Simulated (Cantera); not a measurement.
A Cantera script and what it prints.

```python
import numpy as np
import cantera as ct

gas_names = """
    Fe FeO N NO NO2 NO3 N2 N2O O O2 O3 S SN SO SO2 SO3 S2 S2O S8
""".split()
cond_names = """
    Fe(a) Fe(c) Fe(d) Fe(L) FeO(s) FeO(L) FeS(a) FeS(b) FeS(c) FeS(L) FeSO4(s) FeS2(s) Fe2O3(s)
    Fe2S3O12(s) Fe3O4(s) S(cr1) S(cr2) S(L)
""".split()


# ... load() reads the species with a 1 bar reference pressure and builds the phases ...
atoms = {
    'Fe2O3': {'Fe': 2, 'O': 3},
    'SO3': {'S': 1, 'O': 3},
    'N2': {'N': 2},
}
top_T = {'FeSO4(s)': 950, 'FeS2(s)': 1010, 'Fe2O3(s)': 1830, 'Fe2S3O12(s)': 1100, 'Fe3O4(s)': 1870}  # K; cautious upper limits of use, not melting points


# ... equilibrate(T, P, feed) seeds the gas with the atoms and calls Mixture.equilibrate('TP', solver="vcs", rtol=1e-11, max_steps=5000) ...
results = []
feed = {'Fe2O3': 1, 'SO3': 0.061, 'N2': 5.4}  # mol
T = 1175  # K
P = 101325  # Pa
mix = equilibrate(T, P, feed)
results.append((T, P, feed, dict(zip(mix.species_names, mix.species_moles))))
print(gas.report(threshold=1e-06))
for i in range(1, mix.n_phases):
    print(f"{mix.phase(i).name:16s} {mix.phase_moles(i):12.5e} mol")
```

Output:

```
       temperature   1175 K
          pressure   1.0132e+05 Pa
           density   0.29497 kg/m^3
  mean mol. weight   28.44 kg/kmol
   phase of matter   gas

                          1 kg             1 kmol
                     ---------------   ---------------
          enthalpy        8.4878e+05        2.4139e+07  J
   internal energy        5.0527e+05         1.437e+07  J
           entropy              8270         2.352e+05  J/K
    Gibbs function       -8.8685e+06       -2.5222e+08  J
 heat capacity c_p            1188.1             33789  J/K
 heat capacity c_v            895.71             25474  J/K

                      mass frac. Y      mole frac. X     chem. pot. / RT
                     ---------------   ---------------   ---------------
                NO        3.0451e-05        2.8862e-05           -28.764
                N2           0.96871           0.98345           -25.299
                O2         0.0060903         0.0054132            -32.23
               SO2           0.02445          0.010855           -68.225
               SO3        0.00071536        0.00025413            -84.34
     [  +14 minor]        1.4895e-07        9.2871e-08

Fe(a)             0.00000e+00 mol
FeO(s)            0.00000e+00 mol
FeS(c)            0.00000e+00 mol
Fe2O3(s)          1.00000e+00 mol
Fe3O4(s)          0.00000e+00 mol
S(L)              0.00000e+00 mol
```

These are equilibrium values from Cantera (NASA tables, ideal gas, pure condensed phases), not measurements of a reactor.
